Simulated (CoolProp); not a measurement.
A single-stage vapour-compression cycle with R236EA: evaporating at 255.15 K (dew point), condensing at 309.15 K (bubble point), superheat 0 K, subcooling 0 K, compressor efficiency 0.75, no pressure losses. Each further row changes one setting.

Computed with CoolProp (reference Helmholtz-energy equation of state, Rui 2013).

```tsv
case	cooling COP	pressure ratio	discharge temperature (K)	refrigerating effect (kJ/kg)	volumetric capacity (kJ/m³)
as stated	2.65	8.82	311.2	110	272
evaporating temperature 260.15 K	3.08	6.88	310.3	114	?
condensing temperature 304.15 K	?	?	306.7	116	287
subcooling 5 K	2.81	8.82	311.2	116	287
superheat 10 K	2.72	8.82	321.9	?	279
compressor efficiency 0.65	2.30	8.82	318.0	110	272
```

Problem. What belongs in the gaps?

Solution. 
- evaporating temperature 260.15 K, volumetric capacity (kJ/m³): 354
- condensing temperature 304.15 K, cooling COP: 3.04
- condensing temperature 304.15 K, pressure ratio: 7.49
- superheat 10 K, refrigerating effect (kJ/kg): 118
